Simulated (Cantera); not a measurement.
Cantera with NASA thermochemical tables; ideal gases at 1 bar, condensed phases pure. Values are per mole of reaction as written; species without (g) are pure solids or liquids, kept so even where they would boil at 1 bar.

2 B + O2(g) = B2O2(g), with ΔH° = -456.0 kJ and ΔS° = 25.8 J/K at 300 K.

**Question.** How far is the shortcut ΔG° ≈ ΔH°(300 K) − T·ΔS°(300 K) from the full temperature-dependent value at 2048, 2248, 2448, 2648, 2848 K?

**Answer.** 
```
T (K)  shortcut (kJ)  full (kJ)  difference (kJ)  difference in log10 K  condensed phases
-----  -------------  ---------  ---------------  ---------------------  ----------------
2048          -509.0     -502.6             -6.3                   0.16              B(s)
2248          -514.1     -505.9             -8.3                   0.19              B(s)
2448          -519.3     -504.6            -14.6                   0.31              B(l)
2648          -524.5     -498.8            -25.7                   0.51              B(l)
2848          -529.6     -492.7            -36.9                   0.68              B(l)
```
The shortcut ignores heat capacities and the phase changes listed.
